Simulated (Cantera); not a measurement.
**Equilibrium for hydrogen reduction and annealing atmospheres: Cr₂O₃ + H₂ + N₂**

Feed: 1 mol Cr₂O₃, 8.1 mol H₂, 33 mol N₂, equilibrated at 53.0 Pa.

Cantera equilibrium calculation (NASA polynomials, part measured and part estimated; ideal gas, pure solids and liquids). Candidate condensed phases: Cr, CrN, Cr₂N, Cr₂O₃, H₂O; 29 gas species. Mutual solubility and eutectic melting of coexisting phases are not modelled. Rates play no part.

From 900 K to 1050 K the condensed part is Cr₂O₃(s). From 1100 K to 1150 K the condensed part is Cr₂N(s) + Cr₂O₃(s). From 1200 K to 1350 K the condensed part is Cr(s) + Cr₂O₃(s). From 1400 K to 1450 K the condensed part is Cr₂O₃(s).

| T (K) | log p N₂ | log p H₂ | log p H₂O | log p Cr | n Cr₂O₃(s) | n Cr₂N(s) | n Cr(s) |
|---|---|---|---|---|---|---|---|
| 900 | -3.37 | -3.98 | -9.11 | <-15 | 1.000 | 0 | 0 |
| 950 | -3.37 | -3.98 | -8.95 | -14.81 | 1.000 | 0 | 0 |
| 1000 | -3.37 | -3.98 | -8.73 | -13.53 | 1.000 | 0 | 0 |
| 1050 | -3.37 | -3.98 | -8.51 | -12.41 | 1.000 | 0 | 0 |
| 1100 | -3.37 | -3.98 | -8.32 | -11.39 | 1.000 | 0.000124 | 0 |
| 1150 | -3.37 | -3.98 | -8.14 | -10.46 | 1.000 | 0.000186 | 0 |
| 1200 | -3.37 | -3.98 | -7.97 | -9.63 | 1.000 | 0 | 0.000536 |
| 1250 | -3.37 | -3.98 | -7.75 | -8.95 | 1.000 | 0 | 0.000827 |
| 1300 | -3.37 | -3.98 | -7.55 | -8.32 | 0.999 | 0 | 0.00108 |
| 1350 | -3.37 | -3.98 | -7.37 | -7.74 | 0.999 | 0 | 0.000824 |
| 1400 | -3.37 | -3.98 | -7.13 | -7.31 | 0.998 | 0 | 0 |
| 1450 | -3.37 | -3.98 | -6.84 | -7.01 | 0.996 | 0 | 0 |
log p: log10 of the partial pressure in bar; n: condensed amount in mol.
